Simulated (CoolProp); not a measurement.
Tetradecamethylhexasiloxane (MD4M) at several states: Z from the reference equation and from simpler models built on Tc = 653.2 K, pc = 828.6 kPa, ω = 0.800; each cubic takes its own stable root.

Values from CoolProp's reference Helmholtz-energy equation of state, Thol 2019.

```
T (K)  p (kPa)   phase  reference  van der Waals  Redlich-Kwong  Soave-Redlich-Kwong
-----  -------  ------  ---------  -------------  -------------  -------------------
281.8     1760  liquid     0.3812         0.7103         0.4823               0.4599
279.9      424  liquid    0.09243         0.1745         0.1175               0.1117
504.2     2970  liquid     0.4706         0.7697         0.5565               0.5163
```
